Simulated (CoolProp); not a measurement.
Vapour-liquid equilibrium of methanol (1) + water (2) at 0.98 MPa; x and y are mole fractions of (1).

Model: multi-fluid Helmholtz-energy mixture model, de Reuck 1993 and Wagner 2002; pair parameters Bell 2016, in CoolProp.

| x | bubble temperature (K) | y at the bubble point | dew temperature at overall composition x (K) | liquid density (mol/L) |
|---|---|---|---|---|
| 0.05 | 447.4 | 0.139 | 450.5 | 46.84 |
| 0.2 | 436.5 | 0.421 | 445.2 | 40.40 |
| 0.35 | 428.6 | 0.596 | 439.4 | 35.15 |
| 0.5 | 422.7 | 0.718 | 433.1 | 30.81 |
| 0.65 | 417.9 | 0.814 | 426.0 | 27.19 |
| 0.8 | 413.8 | 0.896 | 418.6 | 24.15 |
| 0.95 | 410.1 | 0.974 | 411.2 | 21.57 |

No azeotrope shows between x = 0.05 and 0.95.

The pair parameters rest on a limited set of measurements; away from them the model extrapolates.
